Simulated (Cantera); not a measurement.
A closed system holds: 1 mol AlN, 5.9 mol H₂, equilibrated at 2975 K and 76.0 mbar.

Equilibrium computed with Cantera from the NASA thermochemical tables; the gas is ideal and each condensed phase is pure. Candidate condensed phases: Al, AlN; 13 gas species. The numbers say what is thermodynamically allowed, not how fast it happens.

Base state: H₂ 0.470, H 0.364, Al 0.109, N₂ 0.0553, AlH 0.00137, N 1.01e-5 (mole fractions); condensed: gas only.

Problem. What changes in the equilibrium state with this change: temperature from 2975 K to 1550 K?

Solution. 
```tsv
species	before	after
H₂	0.470	1.000
H	0.364	0.000114
Al	0.109	7.17e-6
N₂	0.0553	4.57e-6
N	1.01e-5	<1e-9
AlH	0.00137	1.97e-6
AlN(s), mol	0	1.000
```
